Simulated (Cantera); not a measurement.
A perfectly stirred reactor is fed with CH₄ : H₂ = 1 : 3.3 (molar parts), at 0.00900 bar; it is held at 1723 K, and followed from long to short residence time.

Detailed kinetics in Cantera: GRI-Mech 3.0 (53 species, 325 reactions). GRI-Mech 3.0 stops at C3 and has no aromatics, soot or wall deposition, so with more carbon than oxygen in the feed, carbon stays in small species such as C2H2 where larger ones or solid carbon would form. Radical loss at walls, strong at low pressure, is not modelled.

x: mole fraction; the columns are a selection and need not sum to one.

```json
[
 {"τ (s)": "6.5", "x CH₄": "0.0218", "x H₂": "0.891", "x CH₂": "8.53e-7", "x C₂H₂": "0.0850", "x C₂H": "7.83e-7", "x C₂H₆": "1.68e-6"},
 {"τ (s)": "3.2", "x CH₄": "0.0329", "x H₂": "0.884", "x CH₂": "1.03e-6", "x C₂H₂": "0.0804", "x C₂H": "6.81e-7", "x C₂H₆": "3.42e-6"},
 {"τ (s)": "1.5", "x CH₄": "…", "x H₂": "0.874", "x CH₂": "…", "x C₂H₂": "…", "x C₂H": "…", "x C₂H₆": "…"},
 {"τ (s)": "0.75", "x CH₄": "0.0714", "x H₂": "0.861", "x CH₂": "1.42e-6", "x C₂H₂": "0.0641", "x C₂H": "4.59e-7", "x C₂H₆": "1.29e-5"},
 {"τ (s)": "0.36", "x CH₄": "0.101", "x H₂": "0.844", "x CH₂": "1.60e-6", "x C₂H₂": "0.0517", "x C₂H": "3.42e-7", "x C₂H₆": "2.27e-5"},
 {"τ (s)": "0.18", "x CH₄": "0.133", "x H₂": "0.824", "x CH₂": "1.73e-6", "x C₂H₂": "0.0379", "x C₂H": "2.32e-7", "x C₂H₆": "3.51e-5"},
 {"τ (s)": "0.086", "x CH₄": "…", "x H₂": "0.803", "x CH₂": "1.74e-6", "x C₂H₂": "…", "x C₂H": "…", "x C₂H₆": "4.79e-5"},
 {"τ (s)": "0.042", "x CH₄": "0.200", "x H₂": "0.784", "x CH₂": "1.47e-6", "x C₂H₂": "0.00993", "x C₂H": "4.54e-8", "x C₂H₆": "5.05e-5"},
 {"τ (s)": "0.020", "x CH₄": "0.222", "x H₂": "0.772", "x CH₂": "8.24e-7", "x C₂H₂": "0.00205", "x C₂H": "6.31e-9", "x C₂H₆": "3.23e-5"},
 {"τ (s)": "0.0099", "x CH₄": "0.230", "x H₂": "0.768", "x CH₂": "2.65e-7", "x C₂H₂": "0.000165", "x C₂H": "2.64e-10", "x C₂H₆": "1.06e-5"},
 {"τ (s)": "0.0048", "x CH₄": "0.232", "x H₂": "0.767", "x CH₂": "6.56e-8", "x C₂H₂": "7.85e-6", "x C₂H": "5.96e-12", "x C₂H₆": "2.47e-6"}
]
```

Fill in the missing entries.


- 1.5, x CH₄: 0.0500
- 1.5, x CH₂: 1.23e-6
- 1.5, x C₂H₂: 0.0732
- 1.5, x C₂H: 5.67e-7
- 1.5, x C₂H₆: 7.02e-6
- 0.086, x CH₄: 0.169
- 0.086, x C₂H₂: 0.0227
- 0.086, x C₂H: 1.24e-7
